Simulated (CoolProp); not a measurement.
Hydrogen chloride along the isotherm 240.85 °C: density (kg/m³) from the reference equation and from simpler models built on Tc = 51.5 °C, pc = 8.314 MPa, ω = 0.130; each cubic takes its own stable root.

Model: reference Helmholtz-energy equation of state, Thol 2018, in CoolProp.

```csv
p (MPa),phase,reference
1.89,gas,16.44
3.78,gas,33.51
5.67,gas,51.18
7.56,gas,69.43
9.45,supercritical,88.23
11.3,supercritical,107.1
13.2,supercritical,126.9
15.1,supercritical,147.1
17,supercritical,167.6
18.9,supercritical,188.3
20.8,supercritical,209.2
```

Problem. How far does each simpler model (ideal gas, van der Waals, Redlich-Kwong, Soave-Redlich-Kwong, Peng-Robinson) lie from the reference over these 11 states: mean and median of the absolute difference, and the worst?

Solution. 
- ideal gas: mean 9.4 %, median 10.0 %, worst -15.2 % at 240.85 °C and 20.8 MPa
- van der Waals: mean 2.7 %, median 2.4 %, worst +5.8 % at 240.85 °C and 20.8 MPa
- Redlich-Kwong: mean 0.1 %, median 0.1 %, worst -0.2 % at 240.85 °C and 5.67 MPa
- Soave-Redlich-Kwong: mean 3.2 %, median 3.3 %, worst -5.7 % at 240.85 °C and 20.8 MPa
- Peng-Robinson: mean 0.7 %, median 0.6 %, worst -1.6 % at 240.85 °C and 20.8 MPa
